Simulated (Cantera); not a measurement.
Feed: 1 mol TEOS, 0.29 mol NO, 0.27 mol H₂, held at 2.40 mbar.

Cantera equilibrium calculation (NASA polynomials, part measured and part estimated; ideal gas, pure solids and liquids). Candidate condensed phases: C, C₆H₆, C₇H₈, C₈H₁₈, H₂O, Si, SiC, SiO₂, Si₂N₂O, Si₃N₄; 151 gas species. The feed counts by its element totals alone. Mutual solubility and eutectic melting of coexisting phases are not modelled. The tables hold silica as quartz up to 1696 K and as liquid above; real silica turns to tridymite and cristobalite and melts near 1996 K. Kinetics and transport are ignored.

x: gas mole fraction; n: condensed amount in mol.

```
T (K)   x H₂    x CO     x H₂O     x CO₂     x CH₄      x H      x N₂  n C(graphite)  n SiO₂(α-quartz)  n SiO₂(β-quartz)  n SiC(s)  n Si₂N₂O(s)
-----  -----  ------  --------  --------  --------  -------  --------  -------------  ----------------  ----------------  --------  -----------
700    0.815  0.0647    0.0541    0.0405    0.0135   <1e-12    0.0126           6.64              1.00                 0         0            0
900    0.808   0.179  0.000842  0.000429  0.000489  2.14e-9    0.0114           5.72                 0              1.00         0            0
1100   0.808   0.180         ?         ?         ?        ?    0.0114           5.71                 0              1.00         0            0
1300   0.767   0.232   3.90e-6   6.69e-7   1.11e-5  1.98e-5  0.000526           4.69                 0             0.521     0.201        0.138
1500   0.698   0.291         ?         ?         ?        ?   0.00981           2.73                 0                 0     0.992            0
1700   0.696   0.290   2.34e-7   2.85e-8   1.27e-6  0.00251   0.00969           2.74                 0                 0     0.982            0
1900   0.686   0.288   8.45e-8   8.41e-9   6.35e-7   0.0134   0.00938           2.76                 0                 0     0.966            0
```

### Question
Complete the blanks.

### Answer

- 1500, x H₂O: 8.38e-7
- 1500, x CO₂: 1.35e-7
- 1500, x CH₄: 3.01e-6
- 1500, x H: 0.000300
- 1100, x H₂O: 3.13e-5
- 1100, x CO₂: 6.88e-6
- 1100, x CH₄: 5.63e-5
- 1100, x H: 4.74e-7
